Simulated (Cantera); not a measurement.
Feed: 1 mol V2O5, 2.8 mol H2, 8.8 mol N2, equilibrated at 1225 °C and 79.0 Pa.

Method: chemical equilibrium by Gibbs-energy minimisation in Cantera with the NASA 1993 tables (ideal gas, pure condensed phases). Candidate condensed phases: H2O, V, VN, VO, V2O3, V2O4, V2O5; 28 gas species. Condensed phases not in the tables: the oxides between V2O3 and V2O5 other than VO2. Rates play no part.

Base state: N2 0.759, H2O 0.172, H2 0.0689, H 0.000160, VO2 1.22e-5, OH 1.14e-5 (mole fractions); condensed: V2O3(s).

Q: What changes in the equilibrium state with this change: temperature from 1225 °C to 1452 °C?

A: 
| species | before | after |
|---|---|---|
| N2 | 0.759 | 0.756 |
| H2O | 0.172 | 0.171 |
| H2 | 0.0689 | 0.0689 |
| VO2 | 1.22e-5 | 0.00178 |
| NO | 4.25e-7 | 1.56e-5 |
| OH | 1.14e-5 | 0.000237 |
| V2O3(s), mol | 1.000 | 0.990 |
